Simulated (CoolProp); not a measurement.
R13 along the isotherm 286.3 K: Z from the reference equation and from simpler models built on Tc = 303.0 K, pc = 3.973 MPa, ω = 0.175; each cubic takes its own stable root.

The numbers come from the reference Helmholtz-energy equation of state, Platzer 1990 in CoolProp. This equation is an older, rougher fit; its heat capacities, sound speeds and derivatives of the liquid may be far off and weren't checked against measurements.

```tsv
p (MPa)	phase	reference	Soave-Redlich-Kwong	Peng-Robinson
0.372	gas	0.9605	0.9608	0.9570
0.745	gas	0.9180	0.9191	0.9116
1.12	gas	0.8717	0.8741	0.8630
1.49	gas	0.8214	0.8258	0.8113
1.86	gas	0.7648	0.7721	0.7543
2.23	gas	0.6983	0.7102	0.6893
2.61	gas	0.6106	0.6311	0.6071
2.98	liquid	0.1286	0.1463	0.1299
3.35	liquid	0.1424	0.1603	0.1425
3.72	liquid	0.1561	0.1743	0.1550
4.1	liquid	0.1700	0.1885	0.1678
4.47	liquid	0.1835	0.2023	0.1801
4.84	liquid	0.1969	0.2159	0.1923
5.21	liquid	0.2102	0.2294	0.2044
5.59	liquid	0.2238	0.2432	0.2167
5.96	liquid	0.2370	0.2564	0.2286
```
